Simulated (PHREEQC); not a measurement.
A solution holds 38 mmol/kgw KCl, 0.2 mmol/kgw SrCl2 and 2.2 mmol/kgw LiCl, at 25 °C. Closed to the air; pH follows from the charge balance.

Model: ion-association model, phreeqc.dat, run in PHREEQC.

This is a speciation only: nothing precipitates in the calculation.

### Question
What specific conductance does the model give?

### Answer
specific conductance 5280 µS/cm.

Complexes and solids missing from the database can't appear.
